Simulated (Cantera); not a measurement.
# Equilibrium for silicon carbide growth: (CH₃)₂SiCl₂ + CH₄ + H₂

Feed: 1 mol (CH₃)₂SiCl₂, 0.058 mol CH₄, 5.7 mol H₂, held at 0.0133 bar.

Method: chemical equilibrium by Gibbs-energy minimisation in Cantera with the NASA 1993 tables (ideal gas, pure condensed phases). Candidate condensed phases: C, C₆H₆, C₇H₈, C₈H₁₈, Si, SiC; 109 gas species. The feed counts by its element totals alone. The tables' values for SiCl₃, SiCl are old estimates; treat these amounts as uncertain. Equilibrium is a limit: real reactors are often held back by kinetics, nucleation or transport.

```csv
T (°C),x H₂,x HCl,x H,x SiCl₂,n C(graphite),n SiC(s)
1077,0.797,0.202,1.84e-5,0.000547,1.07,0.992
1177,0.797,0.201,7.31e-5,0.000935,1.07,0.990
1277,0.798,0.200,0.000244,0.00148,1.07,0.985
1377,0.798,0.199,0.000703,0.00219,1.08,0.978
1477,0.798,0.197,0.00180,0.00307,1.09,0.969
1577,0.797,0.194,0.00416,0.00411,1.10,0.959
1677,0.793,0.190,0.00884,0.00527,1.10,0.946
```
x: gas mole fraction; n: condensed amount in mol.

From 1077 °C to 1677 °C the condensed part is C(graphite) + SiC(s). The main Si-bearing gas is SiCl₂ throughout. The share of Si in condensed phases is highest at 1077 °C (99.2 %) and lowest at 1677 °C (94.6 %).
